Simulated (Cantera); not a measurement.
Ignition delay

Mixture: 7.42 % CH4, 0.260 % CO, 18.2 % O2, 68.6 % N2, 5.49 % H2O, at 1200 Torr, adiabatic and at constant pressure. Ignition delay is the time to a rise of 400 K.

Model: GRI-Mech 3.0 (53 species, 325 reactions), integrated in Cantera.

| T0 (K) | delay (ms) |
|---|---|
| 1323 | 6.32 |
| 1398 | 2.60 |
| 1473 | 1.14 |
| 1548 | 0.533 |
| 1623 | 0.270 |
| 1698 | 0.147 |
| 1773 | 0.0861 |
| 1848 | 0.0534 |
| 1923 | 0.0348 |
| 1998 | 0.0237 |

| Property | Result |
|---|---|
| apparent activation energy between 1848 and 1998 K | 170 kJ/mol |
